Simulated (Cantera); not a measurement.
A closed system holds: 1 mol Pb, 0.033 mol H2O, 0.95 mol CO, at 1 atm.

Cantera equilibrium calculation (NASA polynomials, part measured and part estimated; ideal gas, pure solids and liquids). Candidate condensed phases: C, C6H6, C7H8, C8H18, H2O, Pb, PbO, PbO2, Pb3O4; 113 gas species. Gases not in the tables: (PbO)n polymers. Equilibrium is a limit: real reactors are often held back by kinetics, nucleation or transport.

x: gas mole fraction; n: condensed amount in mol.

```csv
T (K),x CO,x Pb,x CO2,x H2,x H2O,x Pb2,n Pb(l)
1348,0.931,0.00471,0.0313,0.0313,0.00207,6.68e-7,0.995
1398,0.927,0.00841,0.0310,0.0310,0.00225,1.75e-6,0.992
1448,0.922,0.0144,0.0307,0.0307,0.00242,4.28e-6,0.986
1498,0.913,0.0238,0.0302,0.0302,0.00258,9.84e-6,0.976
1548,0.900,0.0379,0.0296,0.0296,0.00271,2.14e-5,0.961
1598,0.881,0.0588,0.0288,0.0288,0.00282,4.41e-5,0.939
1648,0.853,0.0886,0.0277,0.0277,0.00288,8.70e-5,0.904
1698,0.814,0.130,0.0263,0.0263,0.00289,0.000165,0.852
1748,0.761,0.187,0.0244,0.0244,0.00283,0.000300,…
1798,0.689,0.264,0.0220,0.0220,0.00267,0.000527,…
1848,0.594,0.364,0.0188,0.0189,0.00239,0.000898,…
1898,0.472,0.495,0.0147,0.0149,0.00196,0.00148,…
```

### Question
What belongs in the gaps?

### Answer

- 1748, n Pb(l): 0.773
- 1798, n Pb(l): 0.646
- 1848, n Pb(l): 0.432
- 1898, n Pb(l): 0.0276
